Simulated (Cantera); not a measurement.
# Adiabatic ignition

An adiabatic, constant-volume homogeneous reactor starts with CH₄ : O₂ : N₂ = 1 : 2.2 : 16 (molar parts), equivalence ratio 0.91, at 1650 K and 4950 Torr.

Computed with Cantera and GRI-Mech 3.0 (53 species, 325 reactions).

| t (s) | T (K) | P (bar) | x CH₄ | x O₂ | x OH | x CO₂ | x C₂H₂ | x C₂H₄ | x CH₂O |
|---|---|---|---|---|---|---|---|---|---|
| 2.00e-6 | 1650 | 6.60 | 0.0521 | 0.115 | 1.02e-7 | 2.13e-10 | <1e-12 | 7.95e-10 | 3.37e-7 |
| 6.38e-6 | 1650 | 6.60 | 0.0520 | 0.115 | 2.41e-7 | 5.87e-9 | 1.62e-11 | 4.32e-8 | 4.34e-6 |
| 2.04e-5 | 1650 | 6.60 | 0.0518 | 0.114 | 8.99e-7 | 2.84e-7 | 3.92e-9 | 2.79e-6 | 6.36e-5 |
| 6.50e-5 | 1662 | 6.65 | 0.0491 | 0.113 | 6.02e-6 | 1.70e-5 | 1.60e-6 | 0.000171 | 0.000784 |
| 0.000208 | 2779 | 11.3 | <1e-12 | 0.0153 | 0.00868 | 0.0385 | <1e-12 | <1e-12 | 2.66e-10 |
| 0.000662 | 2767 | 11.2 | <1e-12 | 0.0132 | 0.00814 | 0.0383 | <1e-12 | <1e-12 | 2.77e-10 |
| 0.00211 | 2762 | 11.2 | <1e-12 | 0.0125 | 0.00794 | 0.0382 | <1e-12 | <1e-12 | 2.81e-10 |
| 0.00675 | 2762 | 11.2 | <1e-12 | 0.0125 | 0.00794 | 0.0382 | <1e-12 | <1e-12 | 2.81e-10 |
| 0.0215 | 2762 | 11.2 | <1e-12 | 0.0125 | 0.00794 | 0.0382 | <1e-12 | <1e-12 | 2.81e-10 |
| 0.0687 | 2762 | 11.2 | <1e-12 | 0.0125 | 0.00794 | 0.0382 | <1e-12 | <1e-12 | 2.81e-10 |
| 0.219 | 2762 | 11.2 | <1e-12 | 0.0125 | 0.00794 | 0.0382 | <1e-12 | <1e-12 | 2.81e-10 |
| 0.700 | 2762 | 11.2 | <1e-12 | 0.0125 | 0.00794 | 0.0382 | <1e-12 | <1e-12 | 2.81e-10 |
x: mole fraction; the columns are a selection and need not sum to one.

| Item | Result |
|---|---|
| time of steepest temperature rise | 0.111 ms |
| temperature at 0.700 s | 2762 K |
| equilibrium temperature | 2762 K |
| x(CH₄) at 0.700 s | <1e-12 (gas-phase equilibrium <1e-12) |
| x(O₂) at 0.700 s | 0.0125 (gas-phase equilibrium 0.0125) |
| x(OH) at 0.700 s | 0.00794 (gas-phase equilibrium 0.00794) |
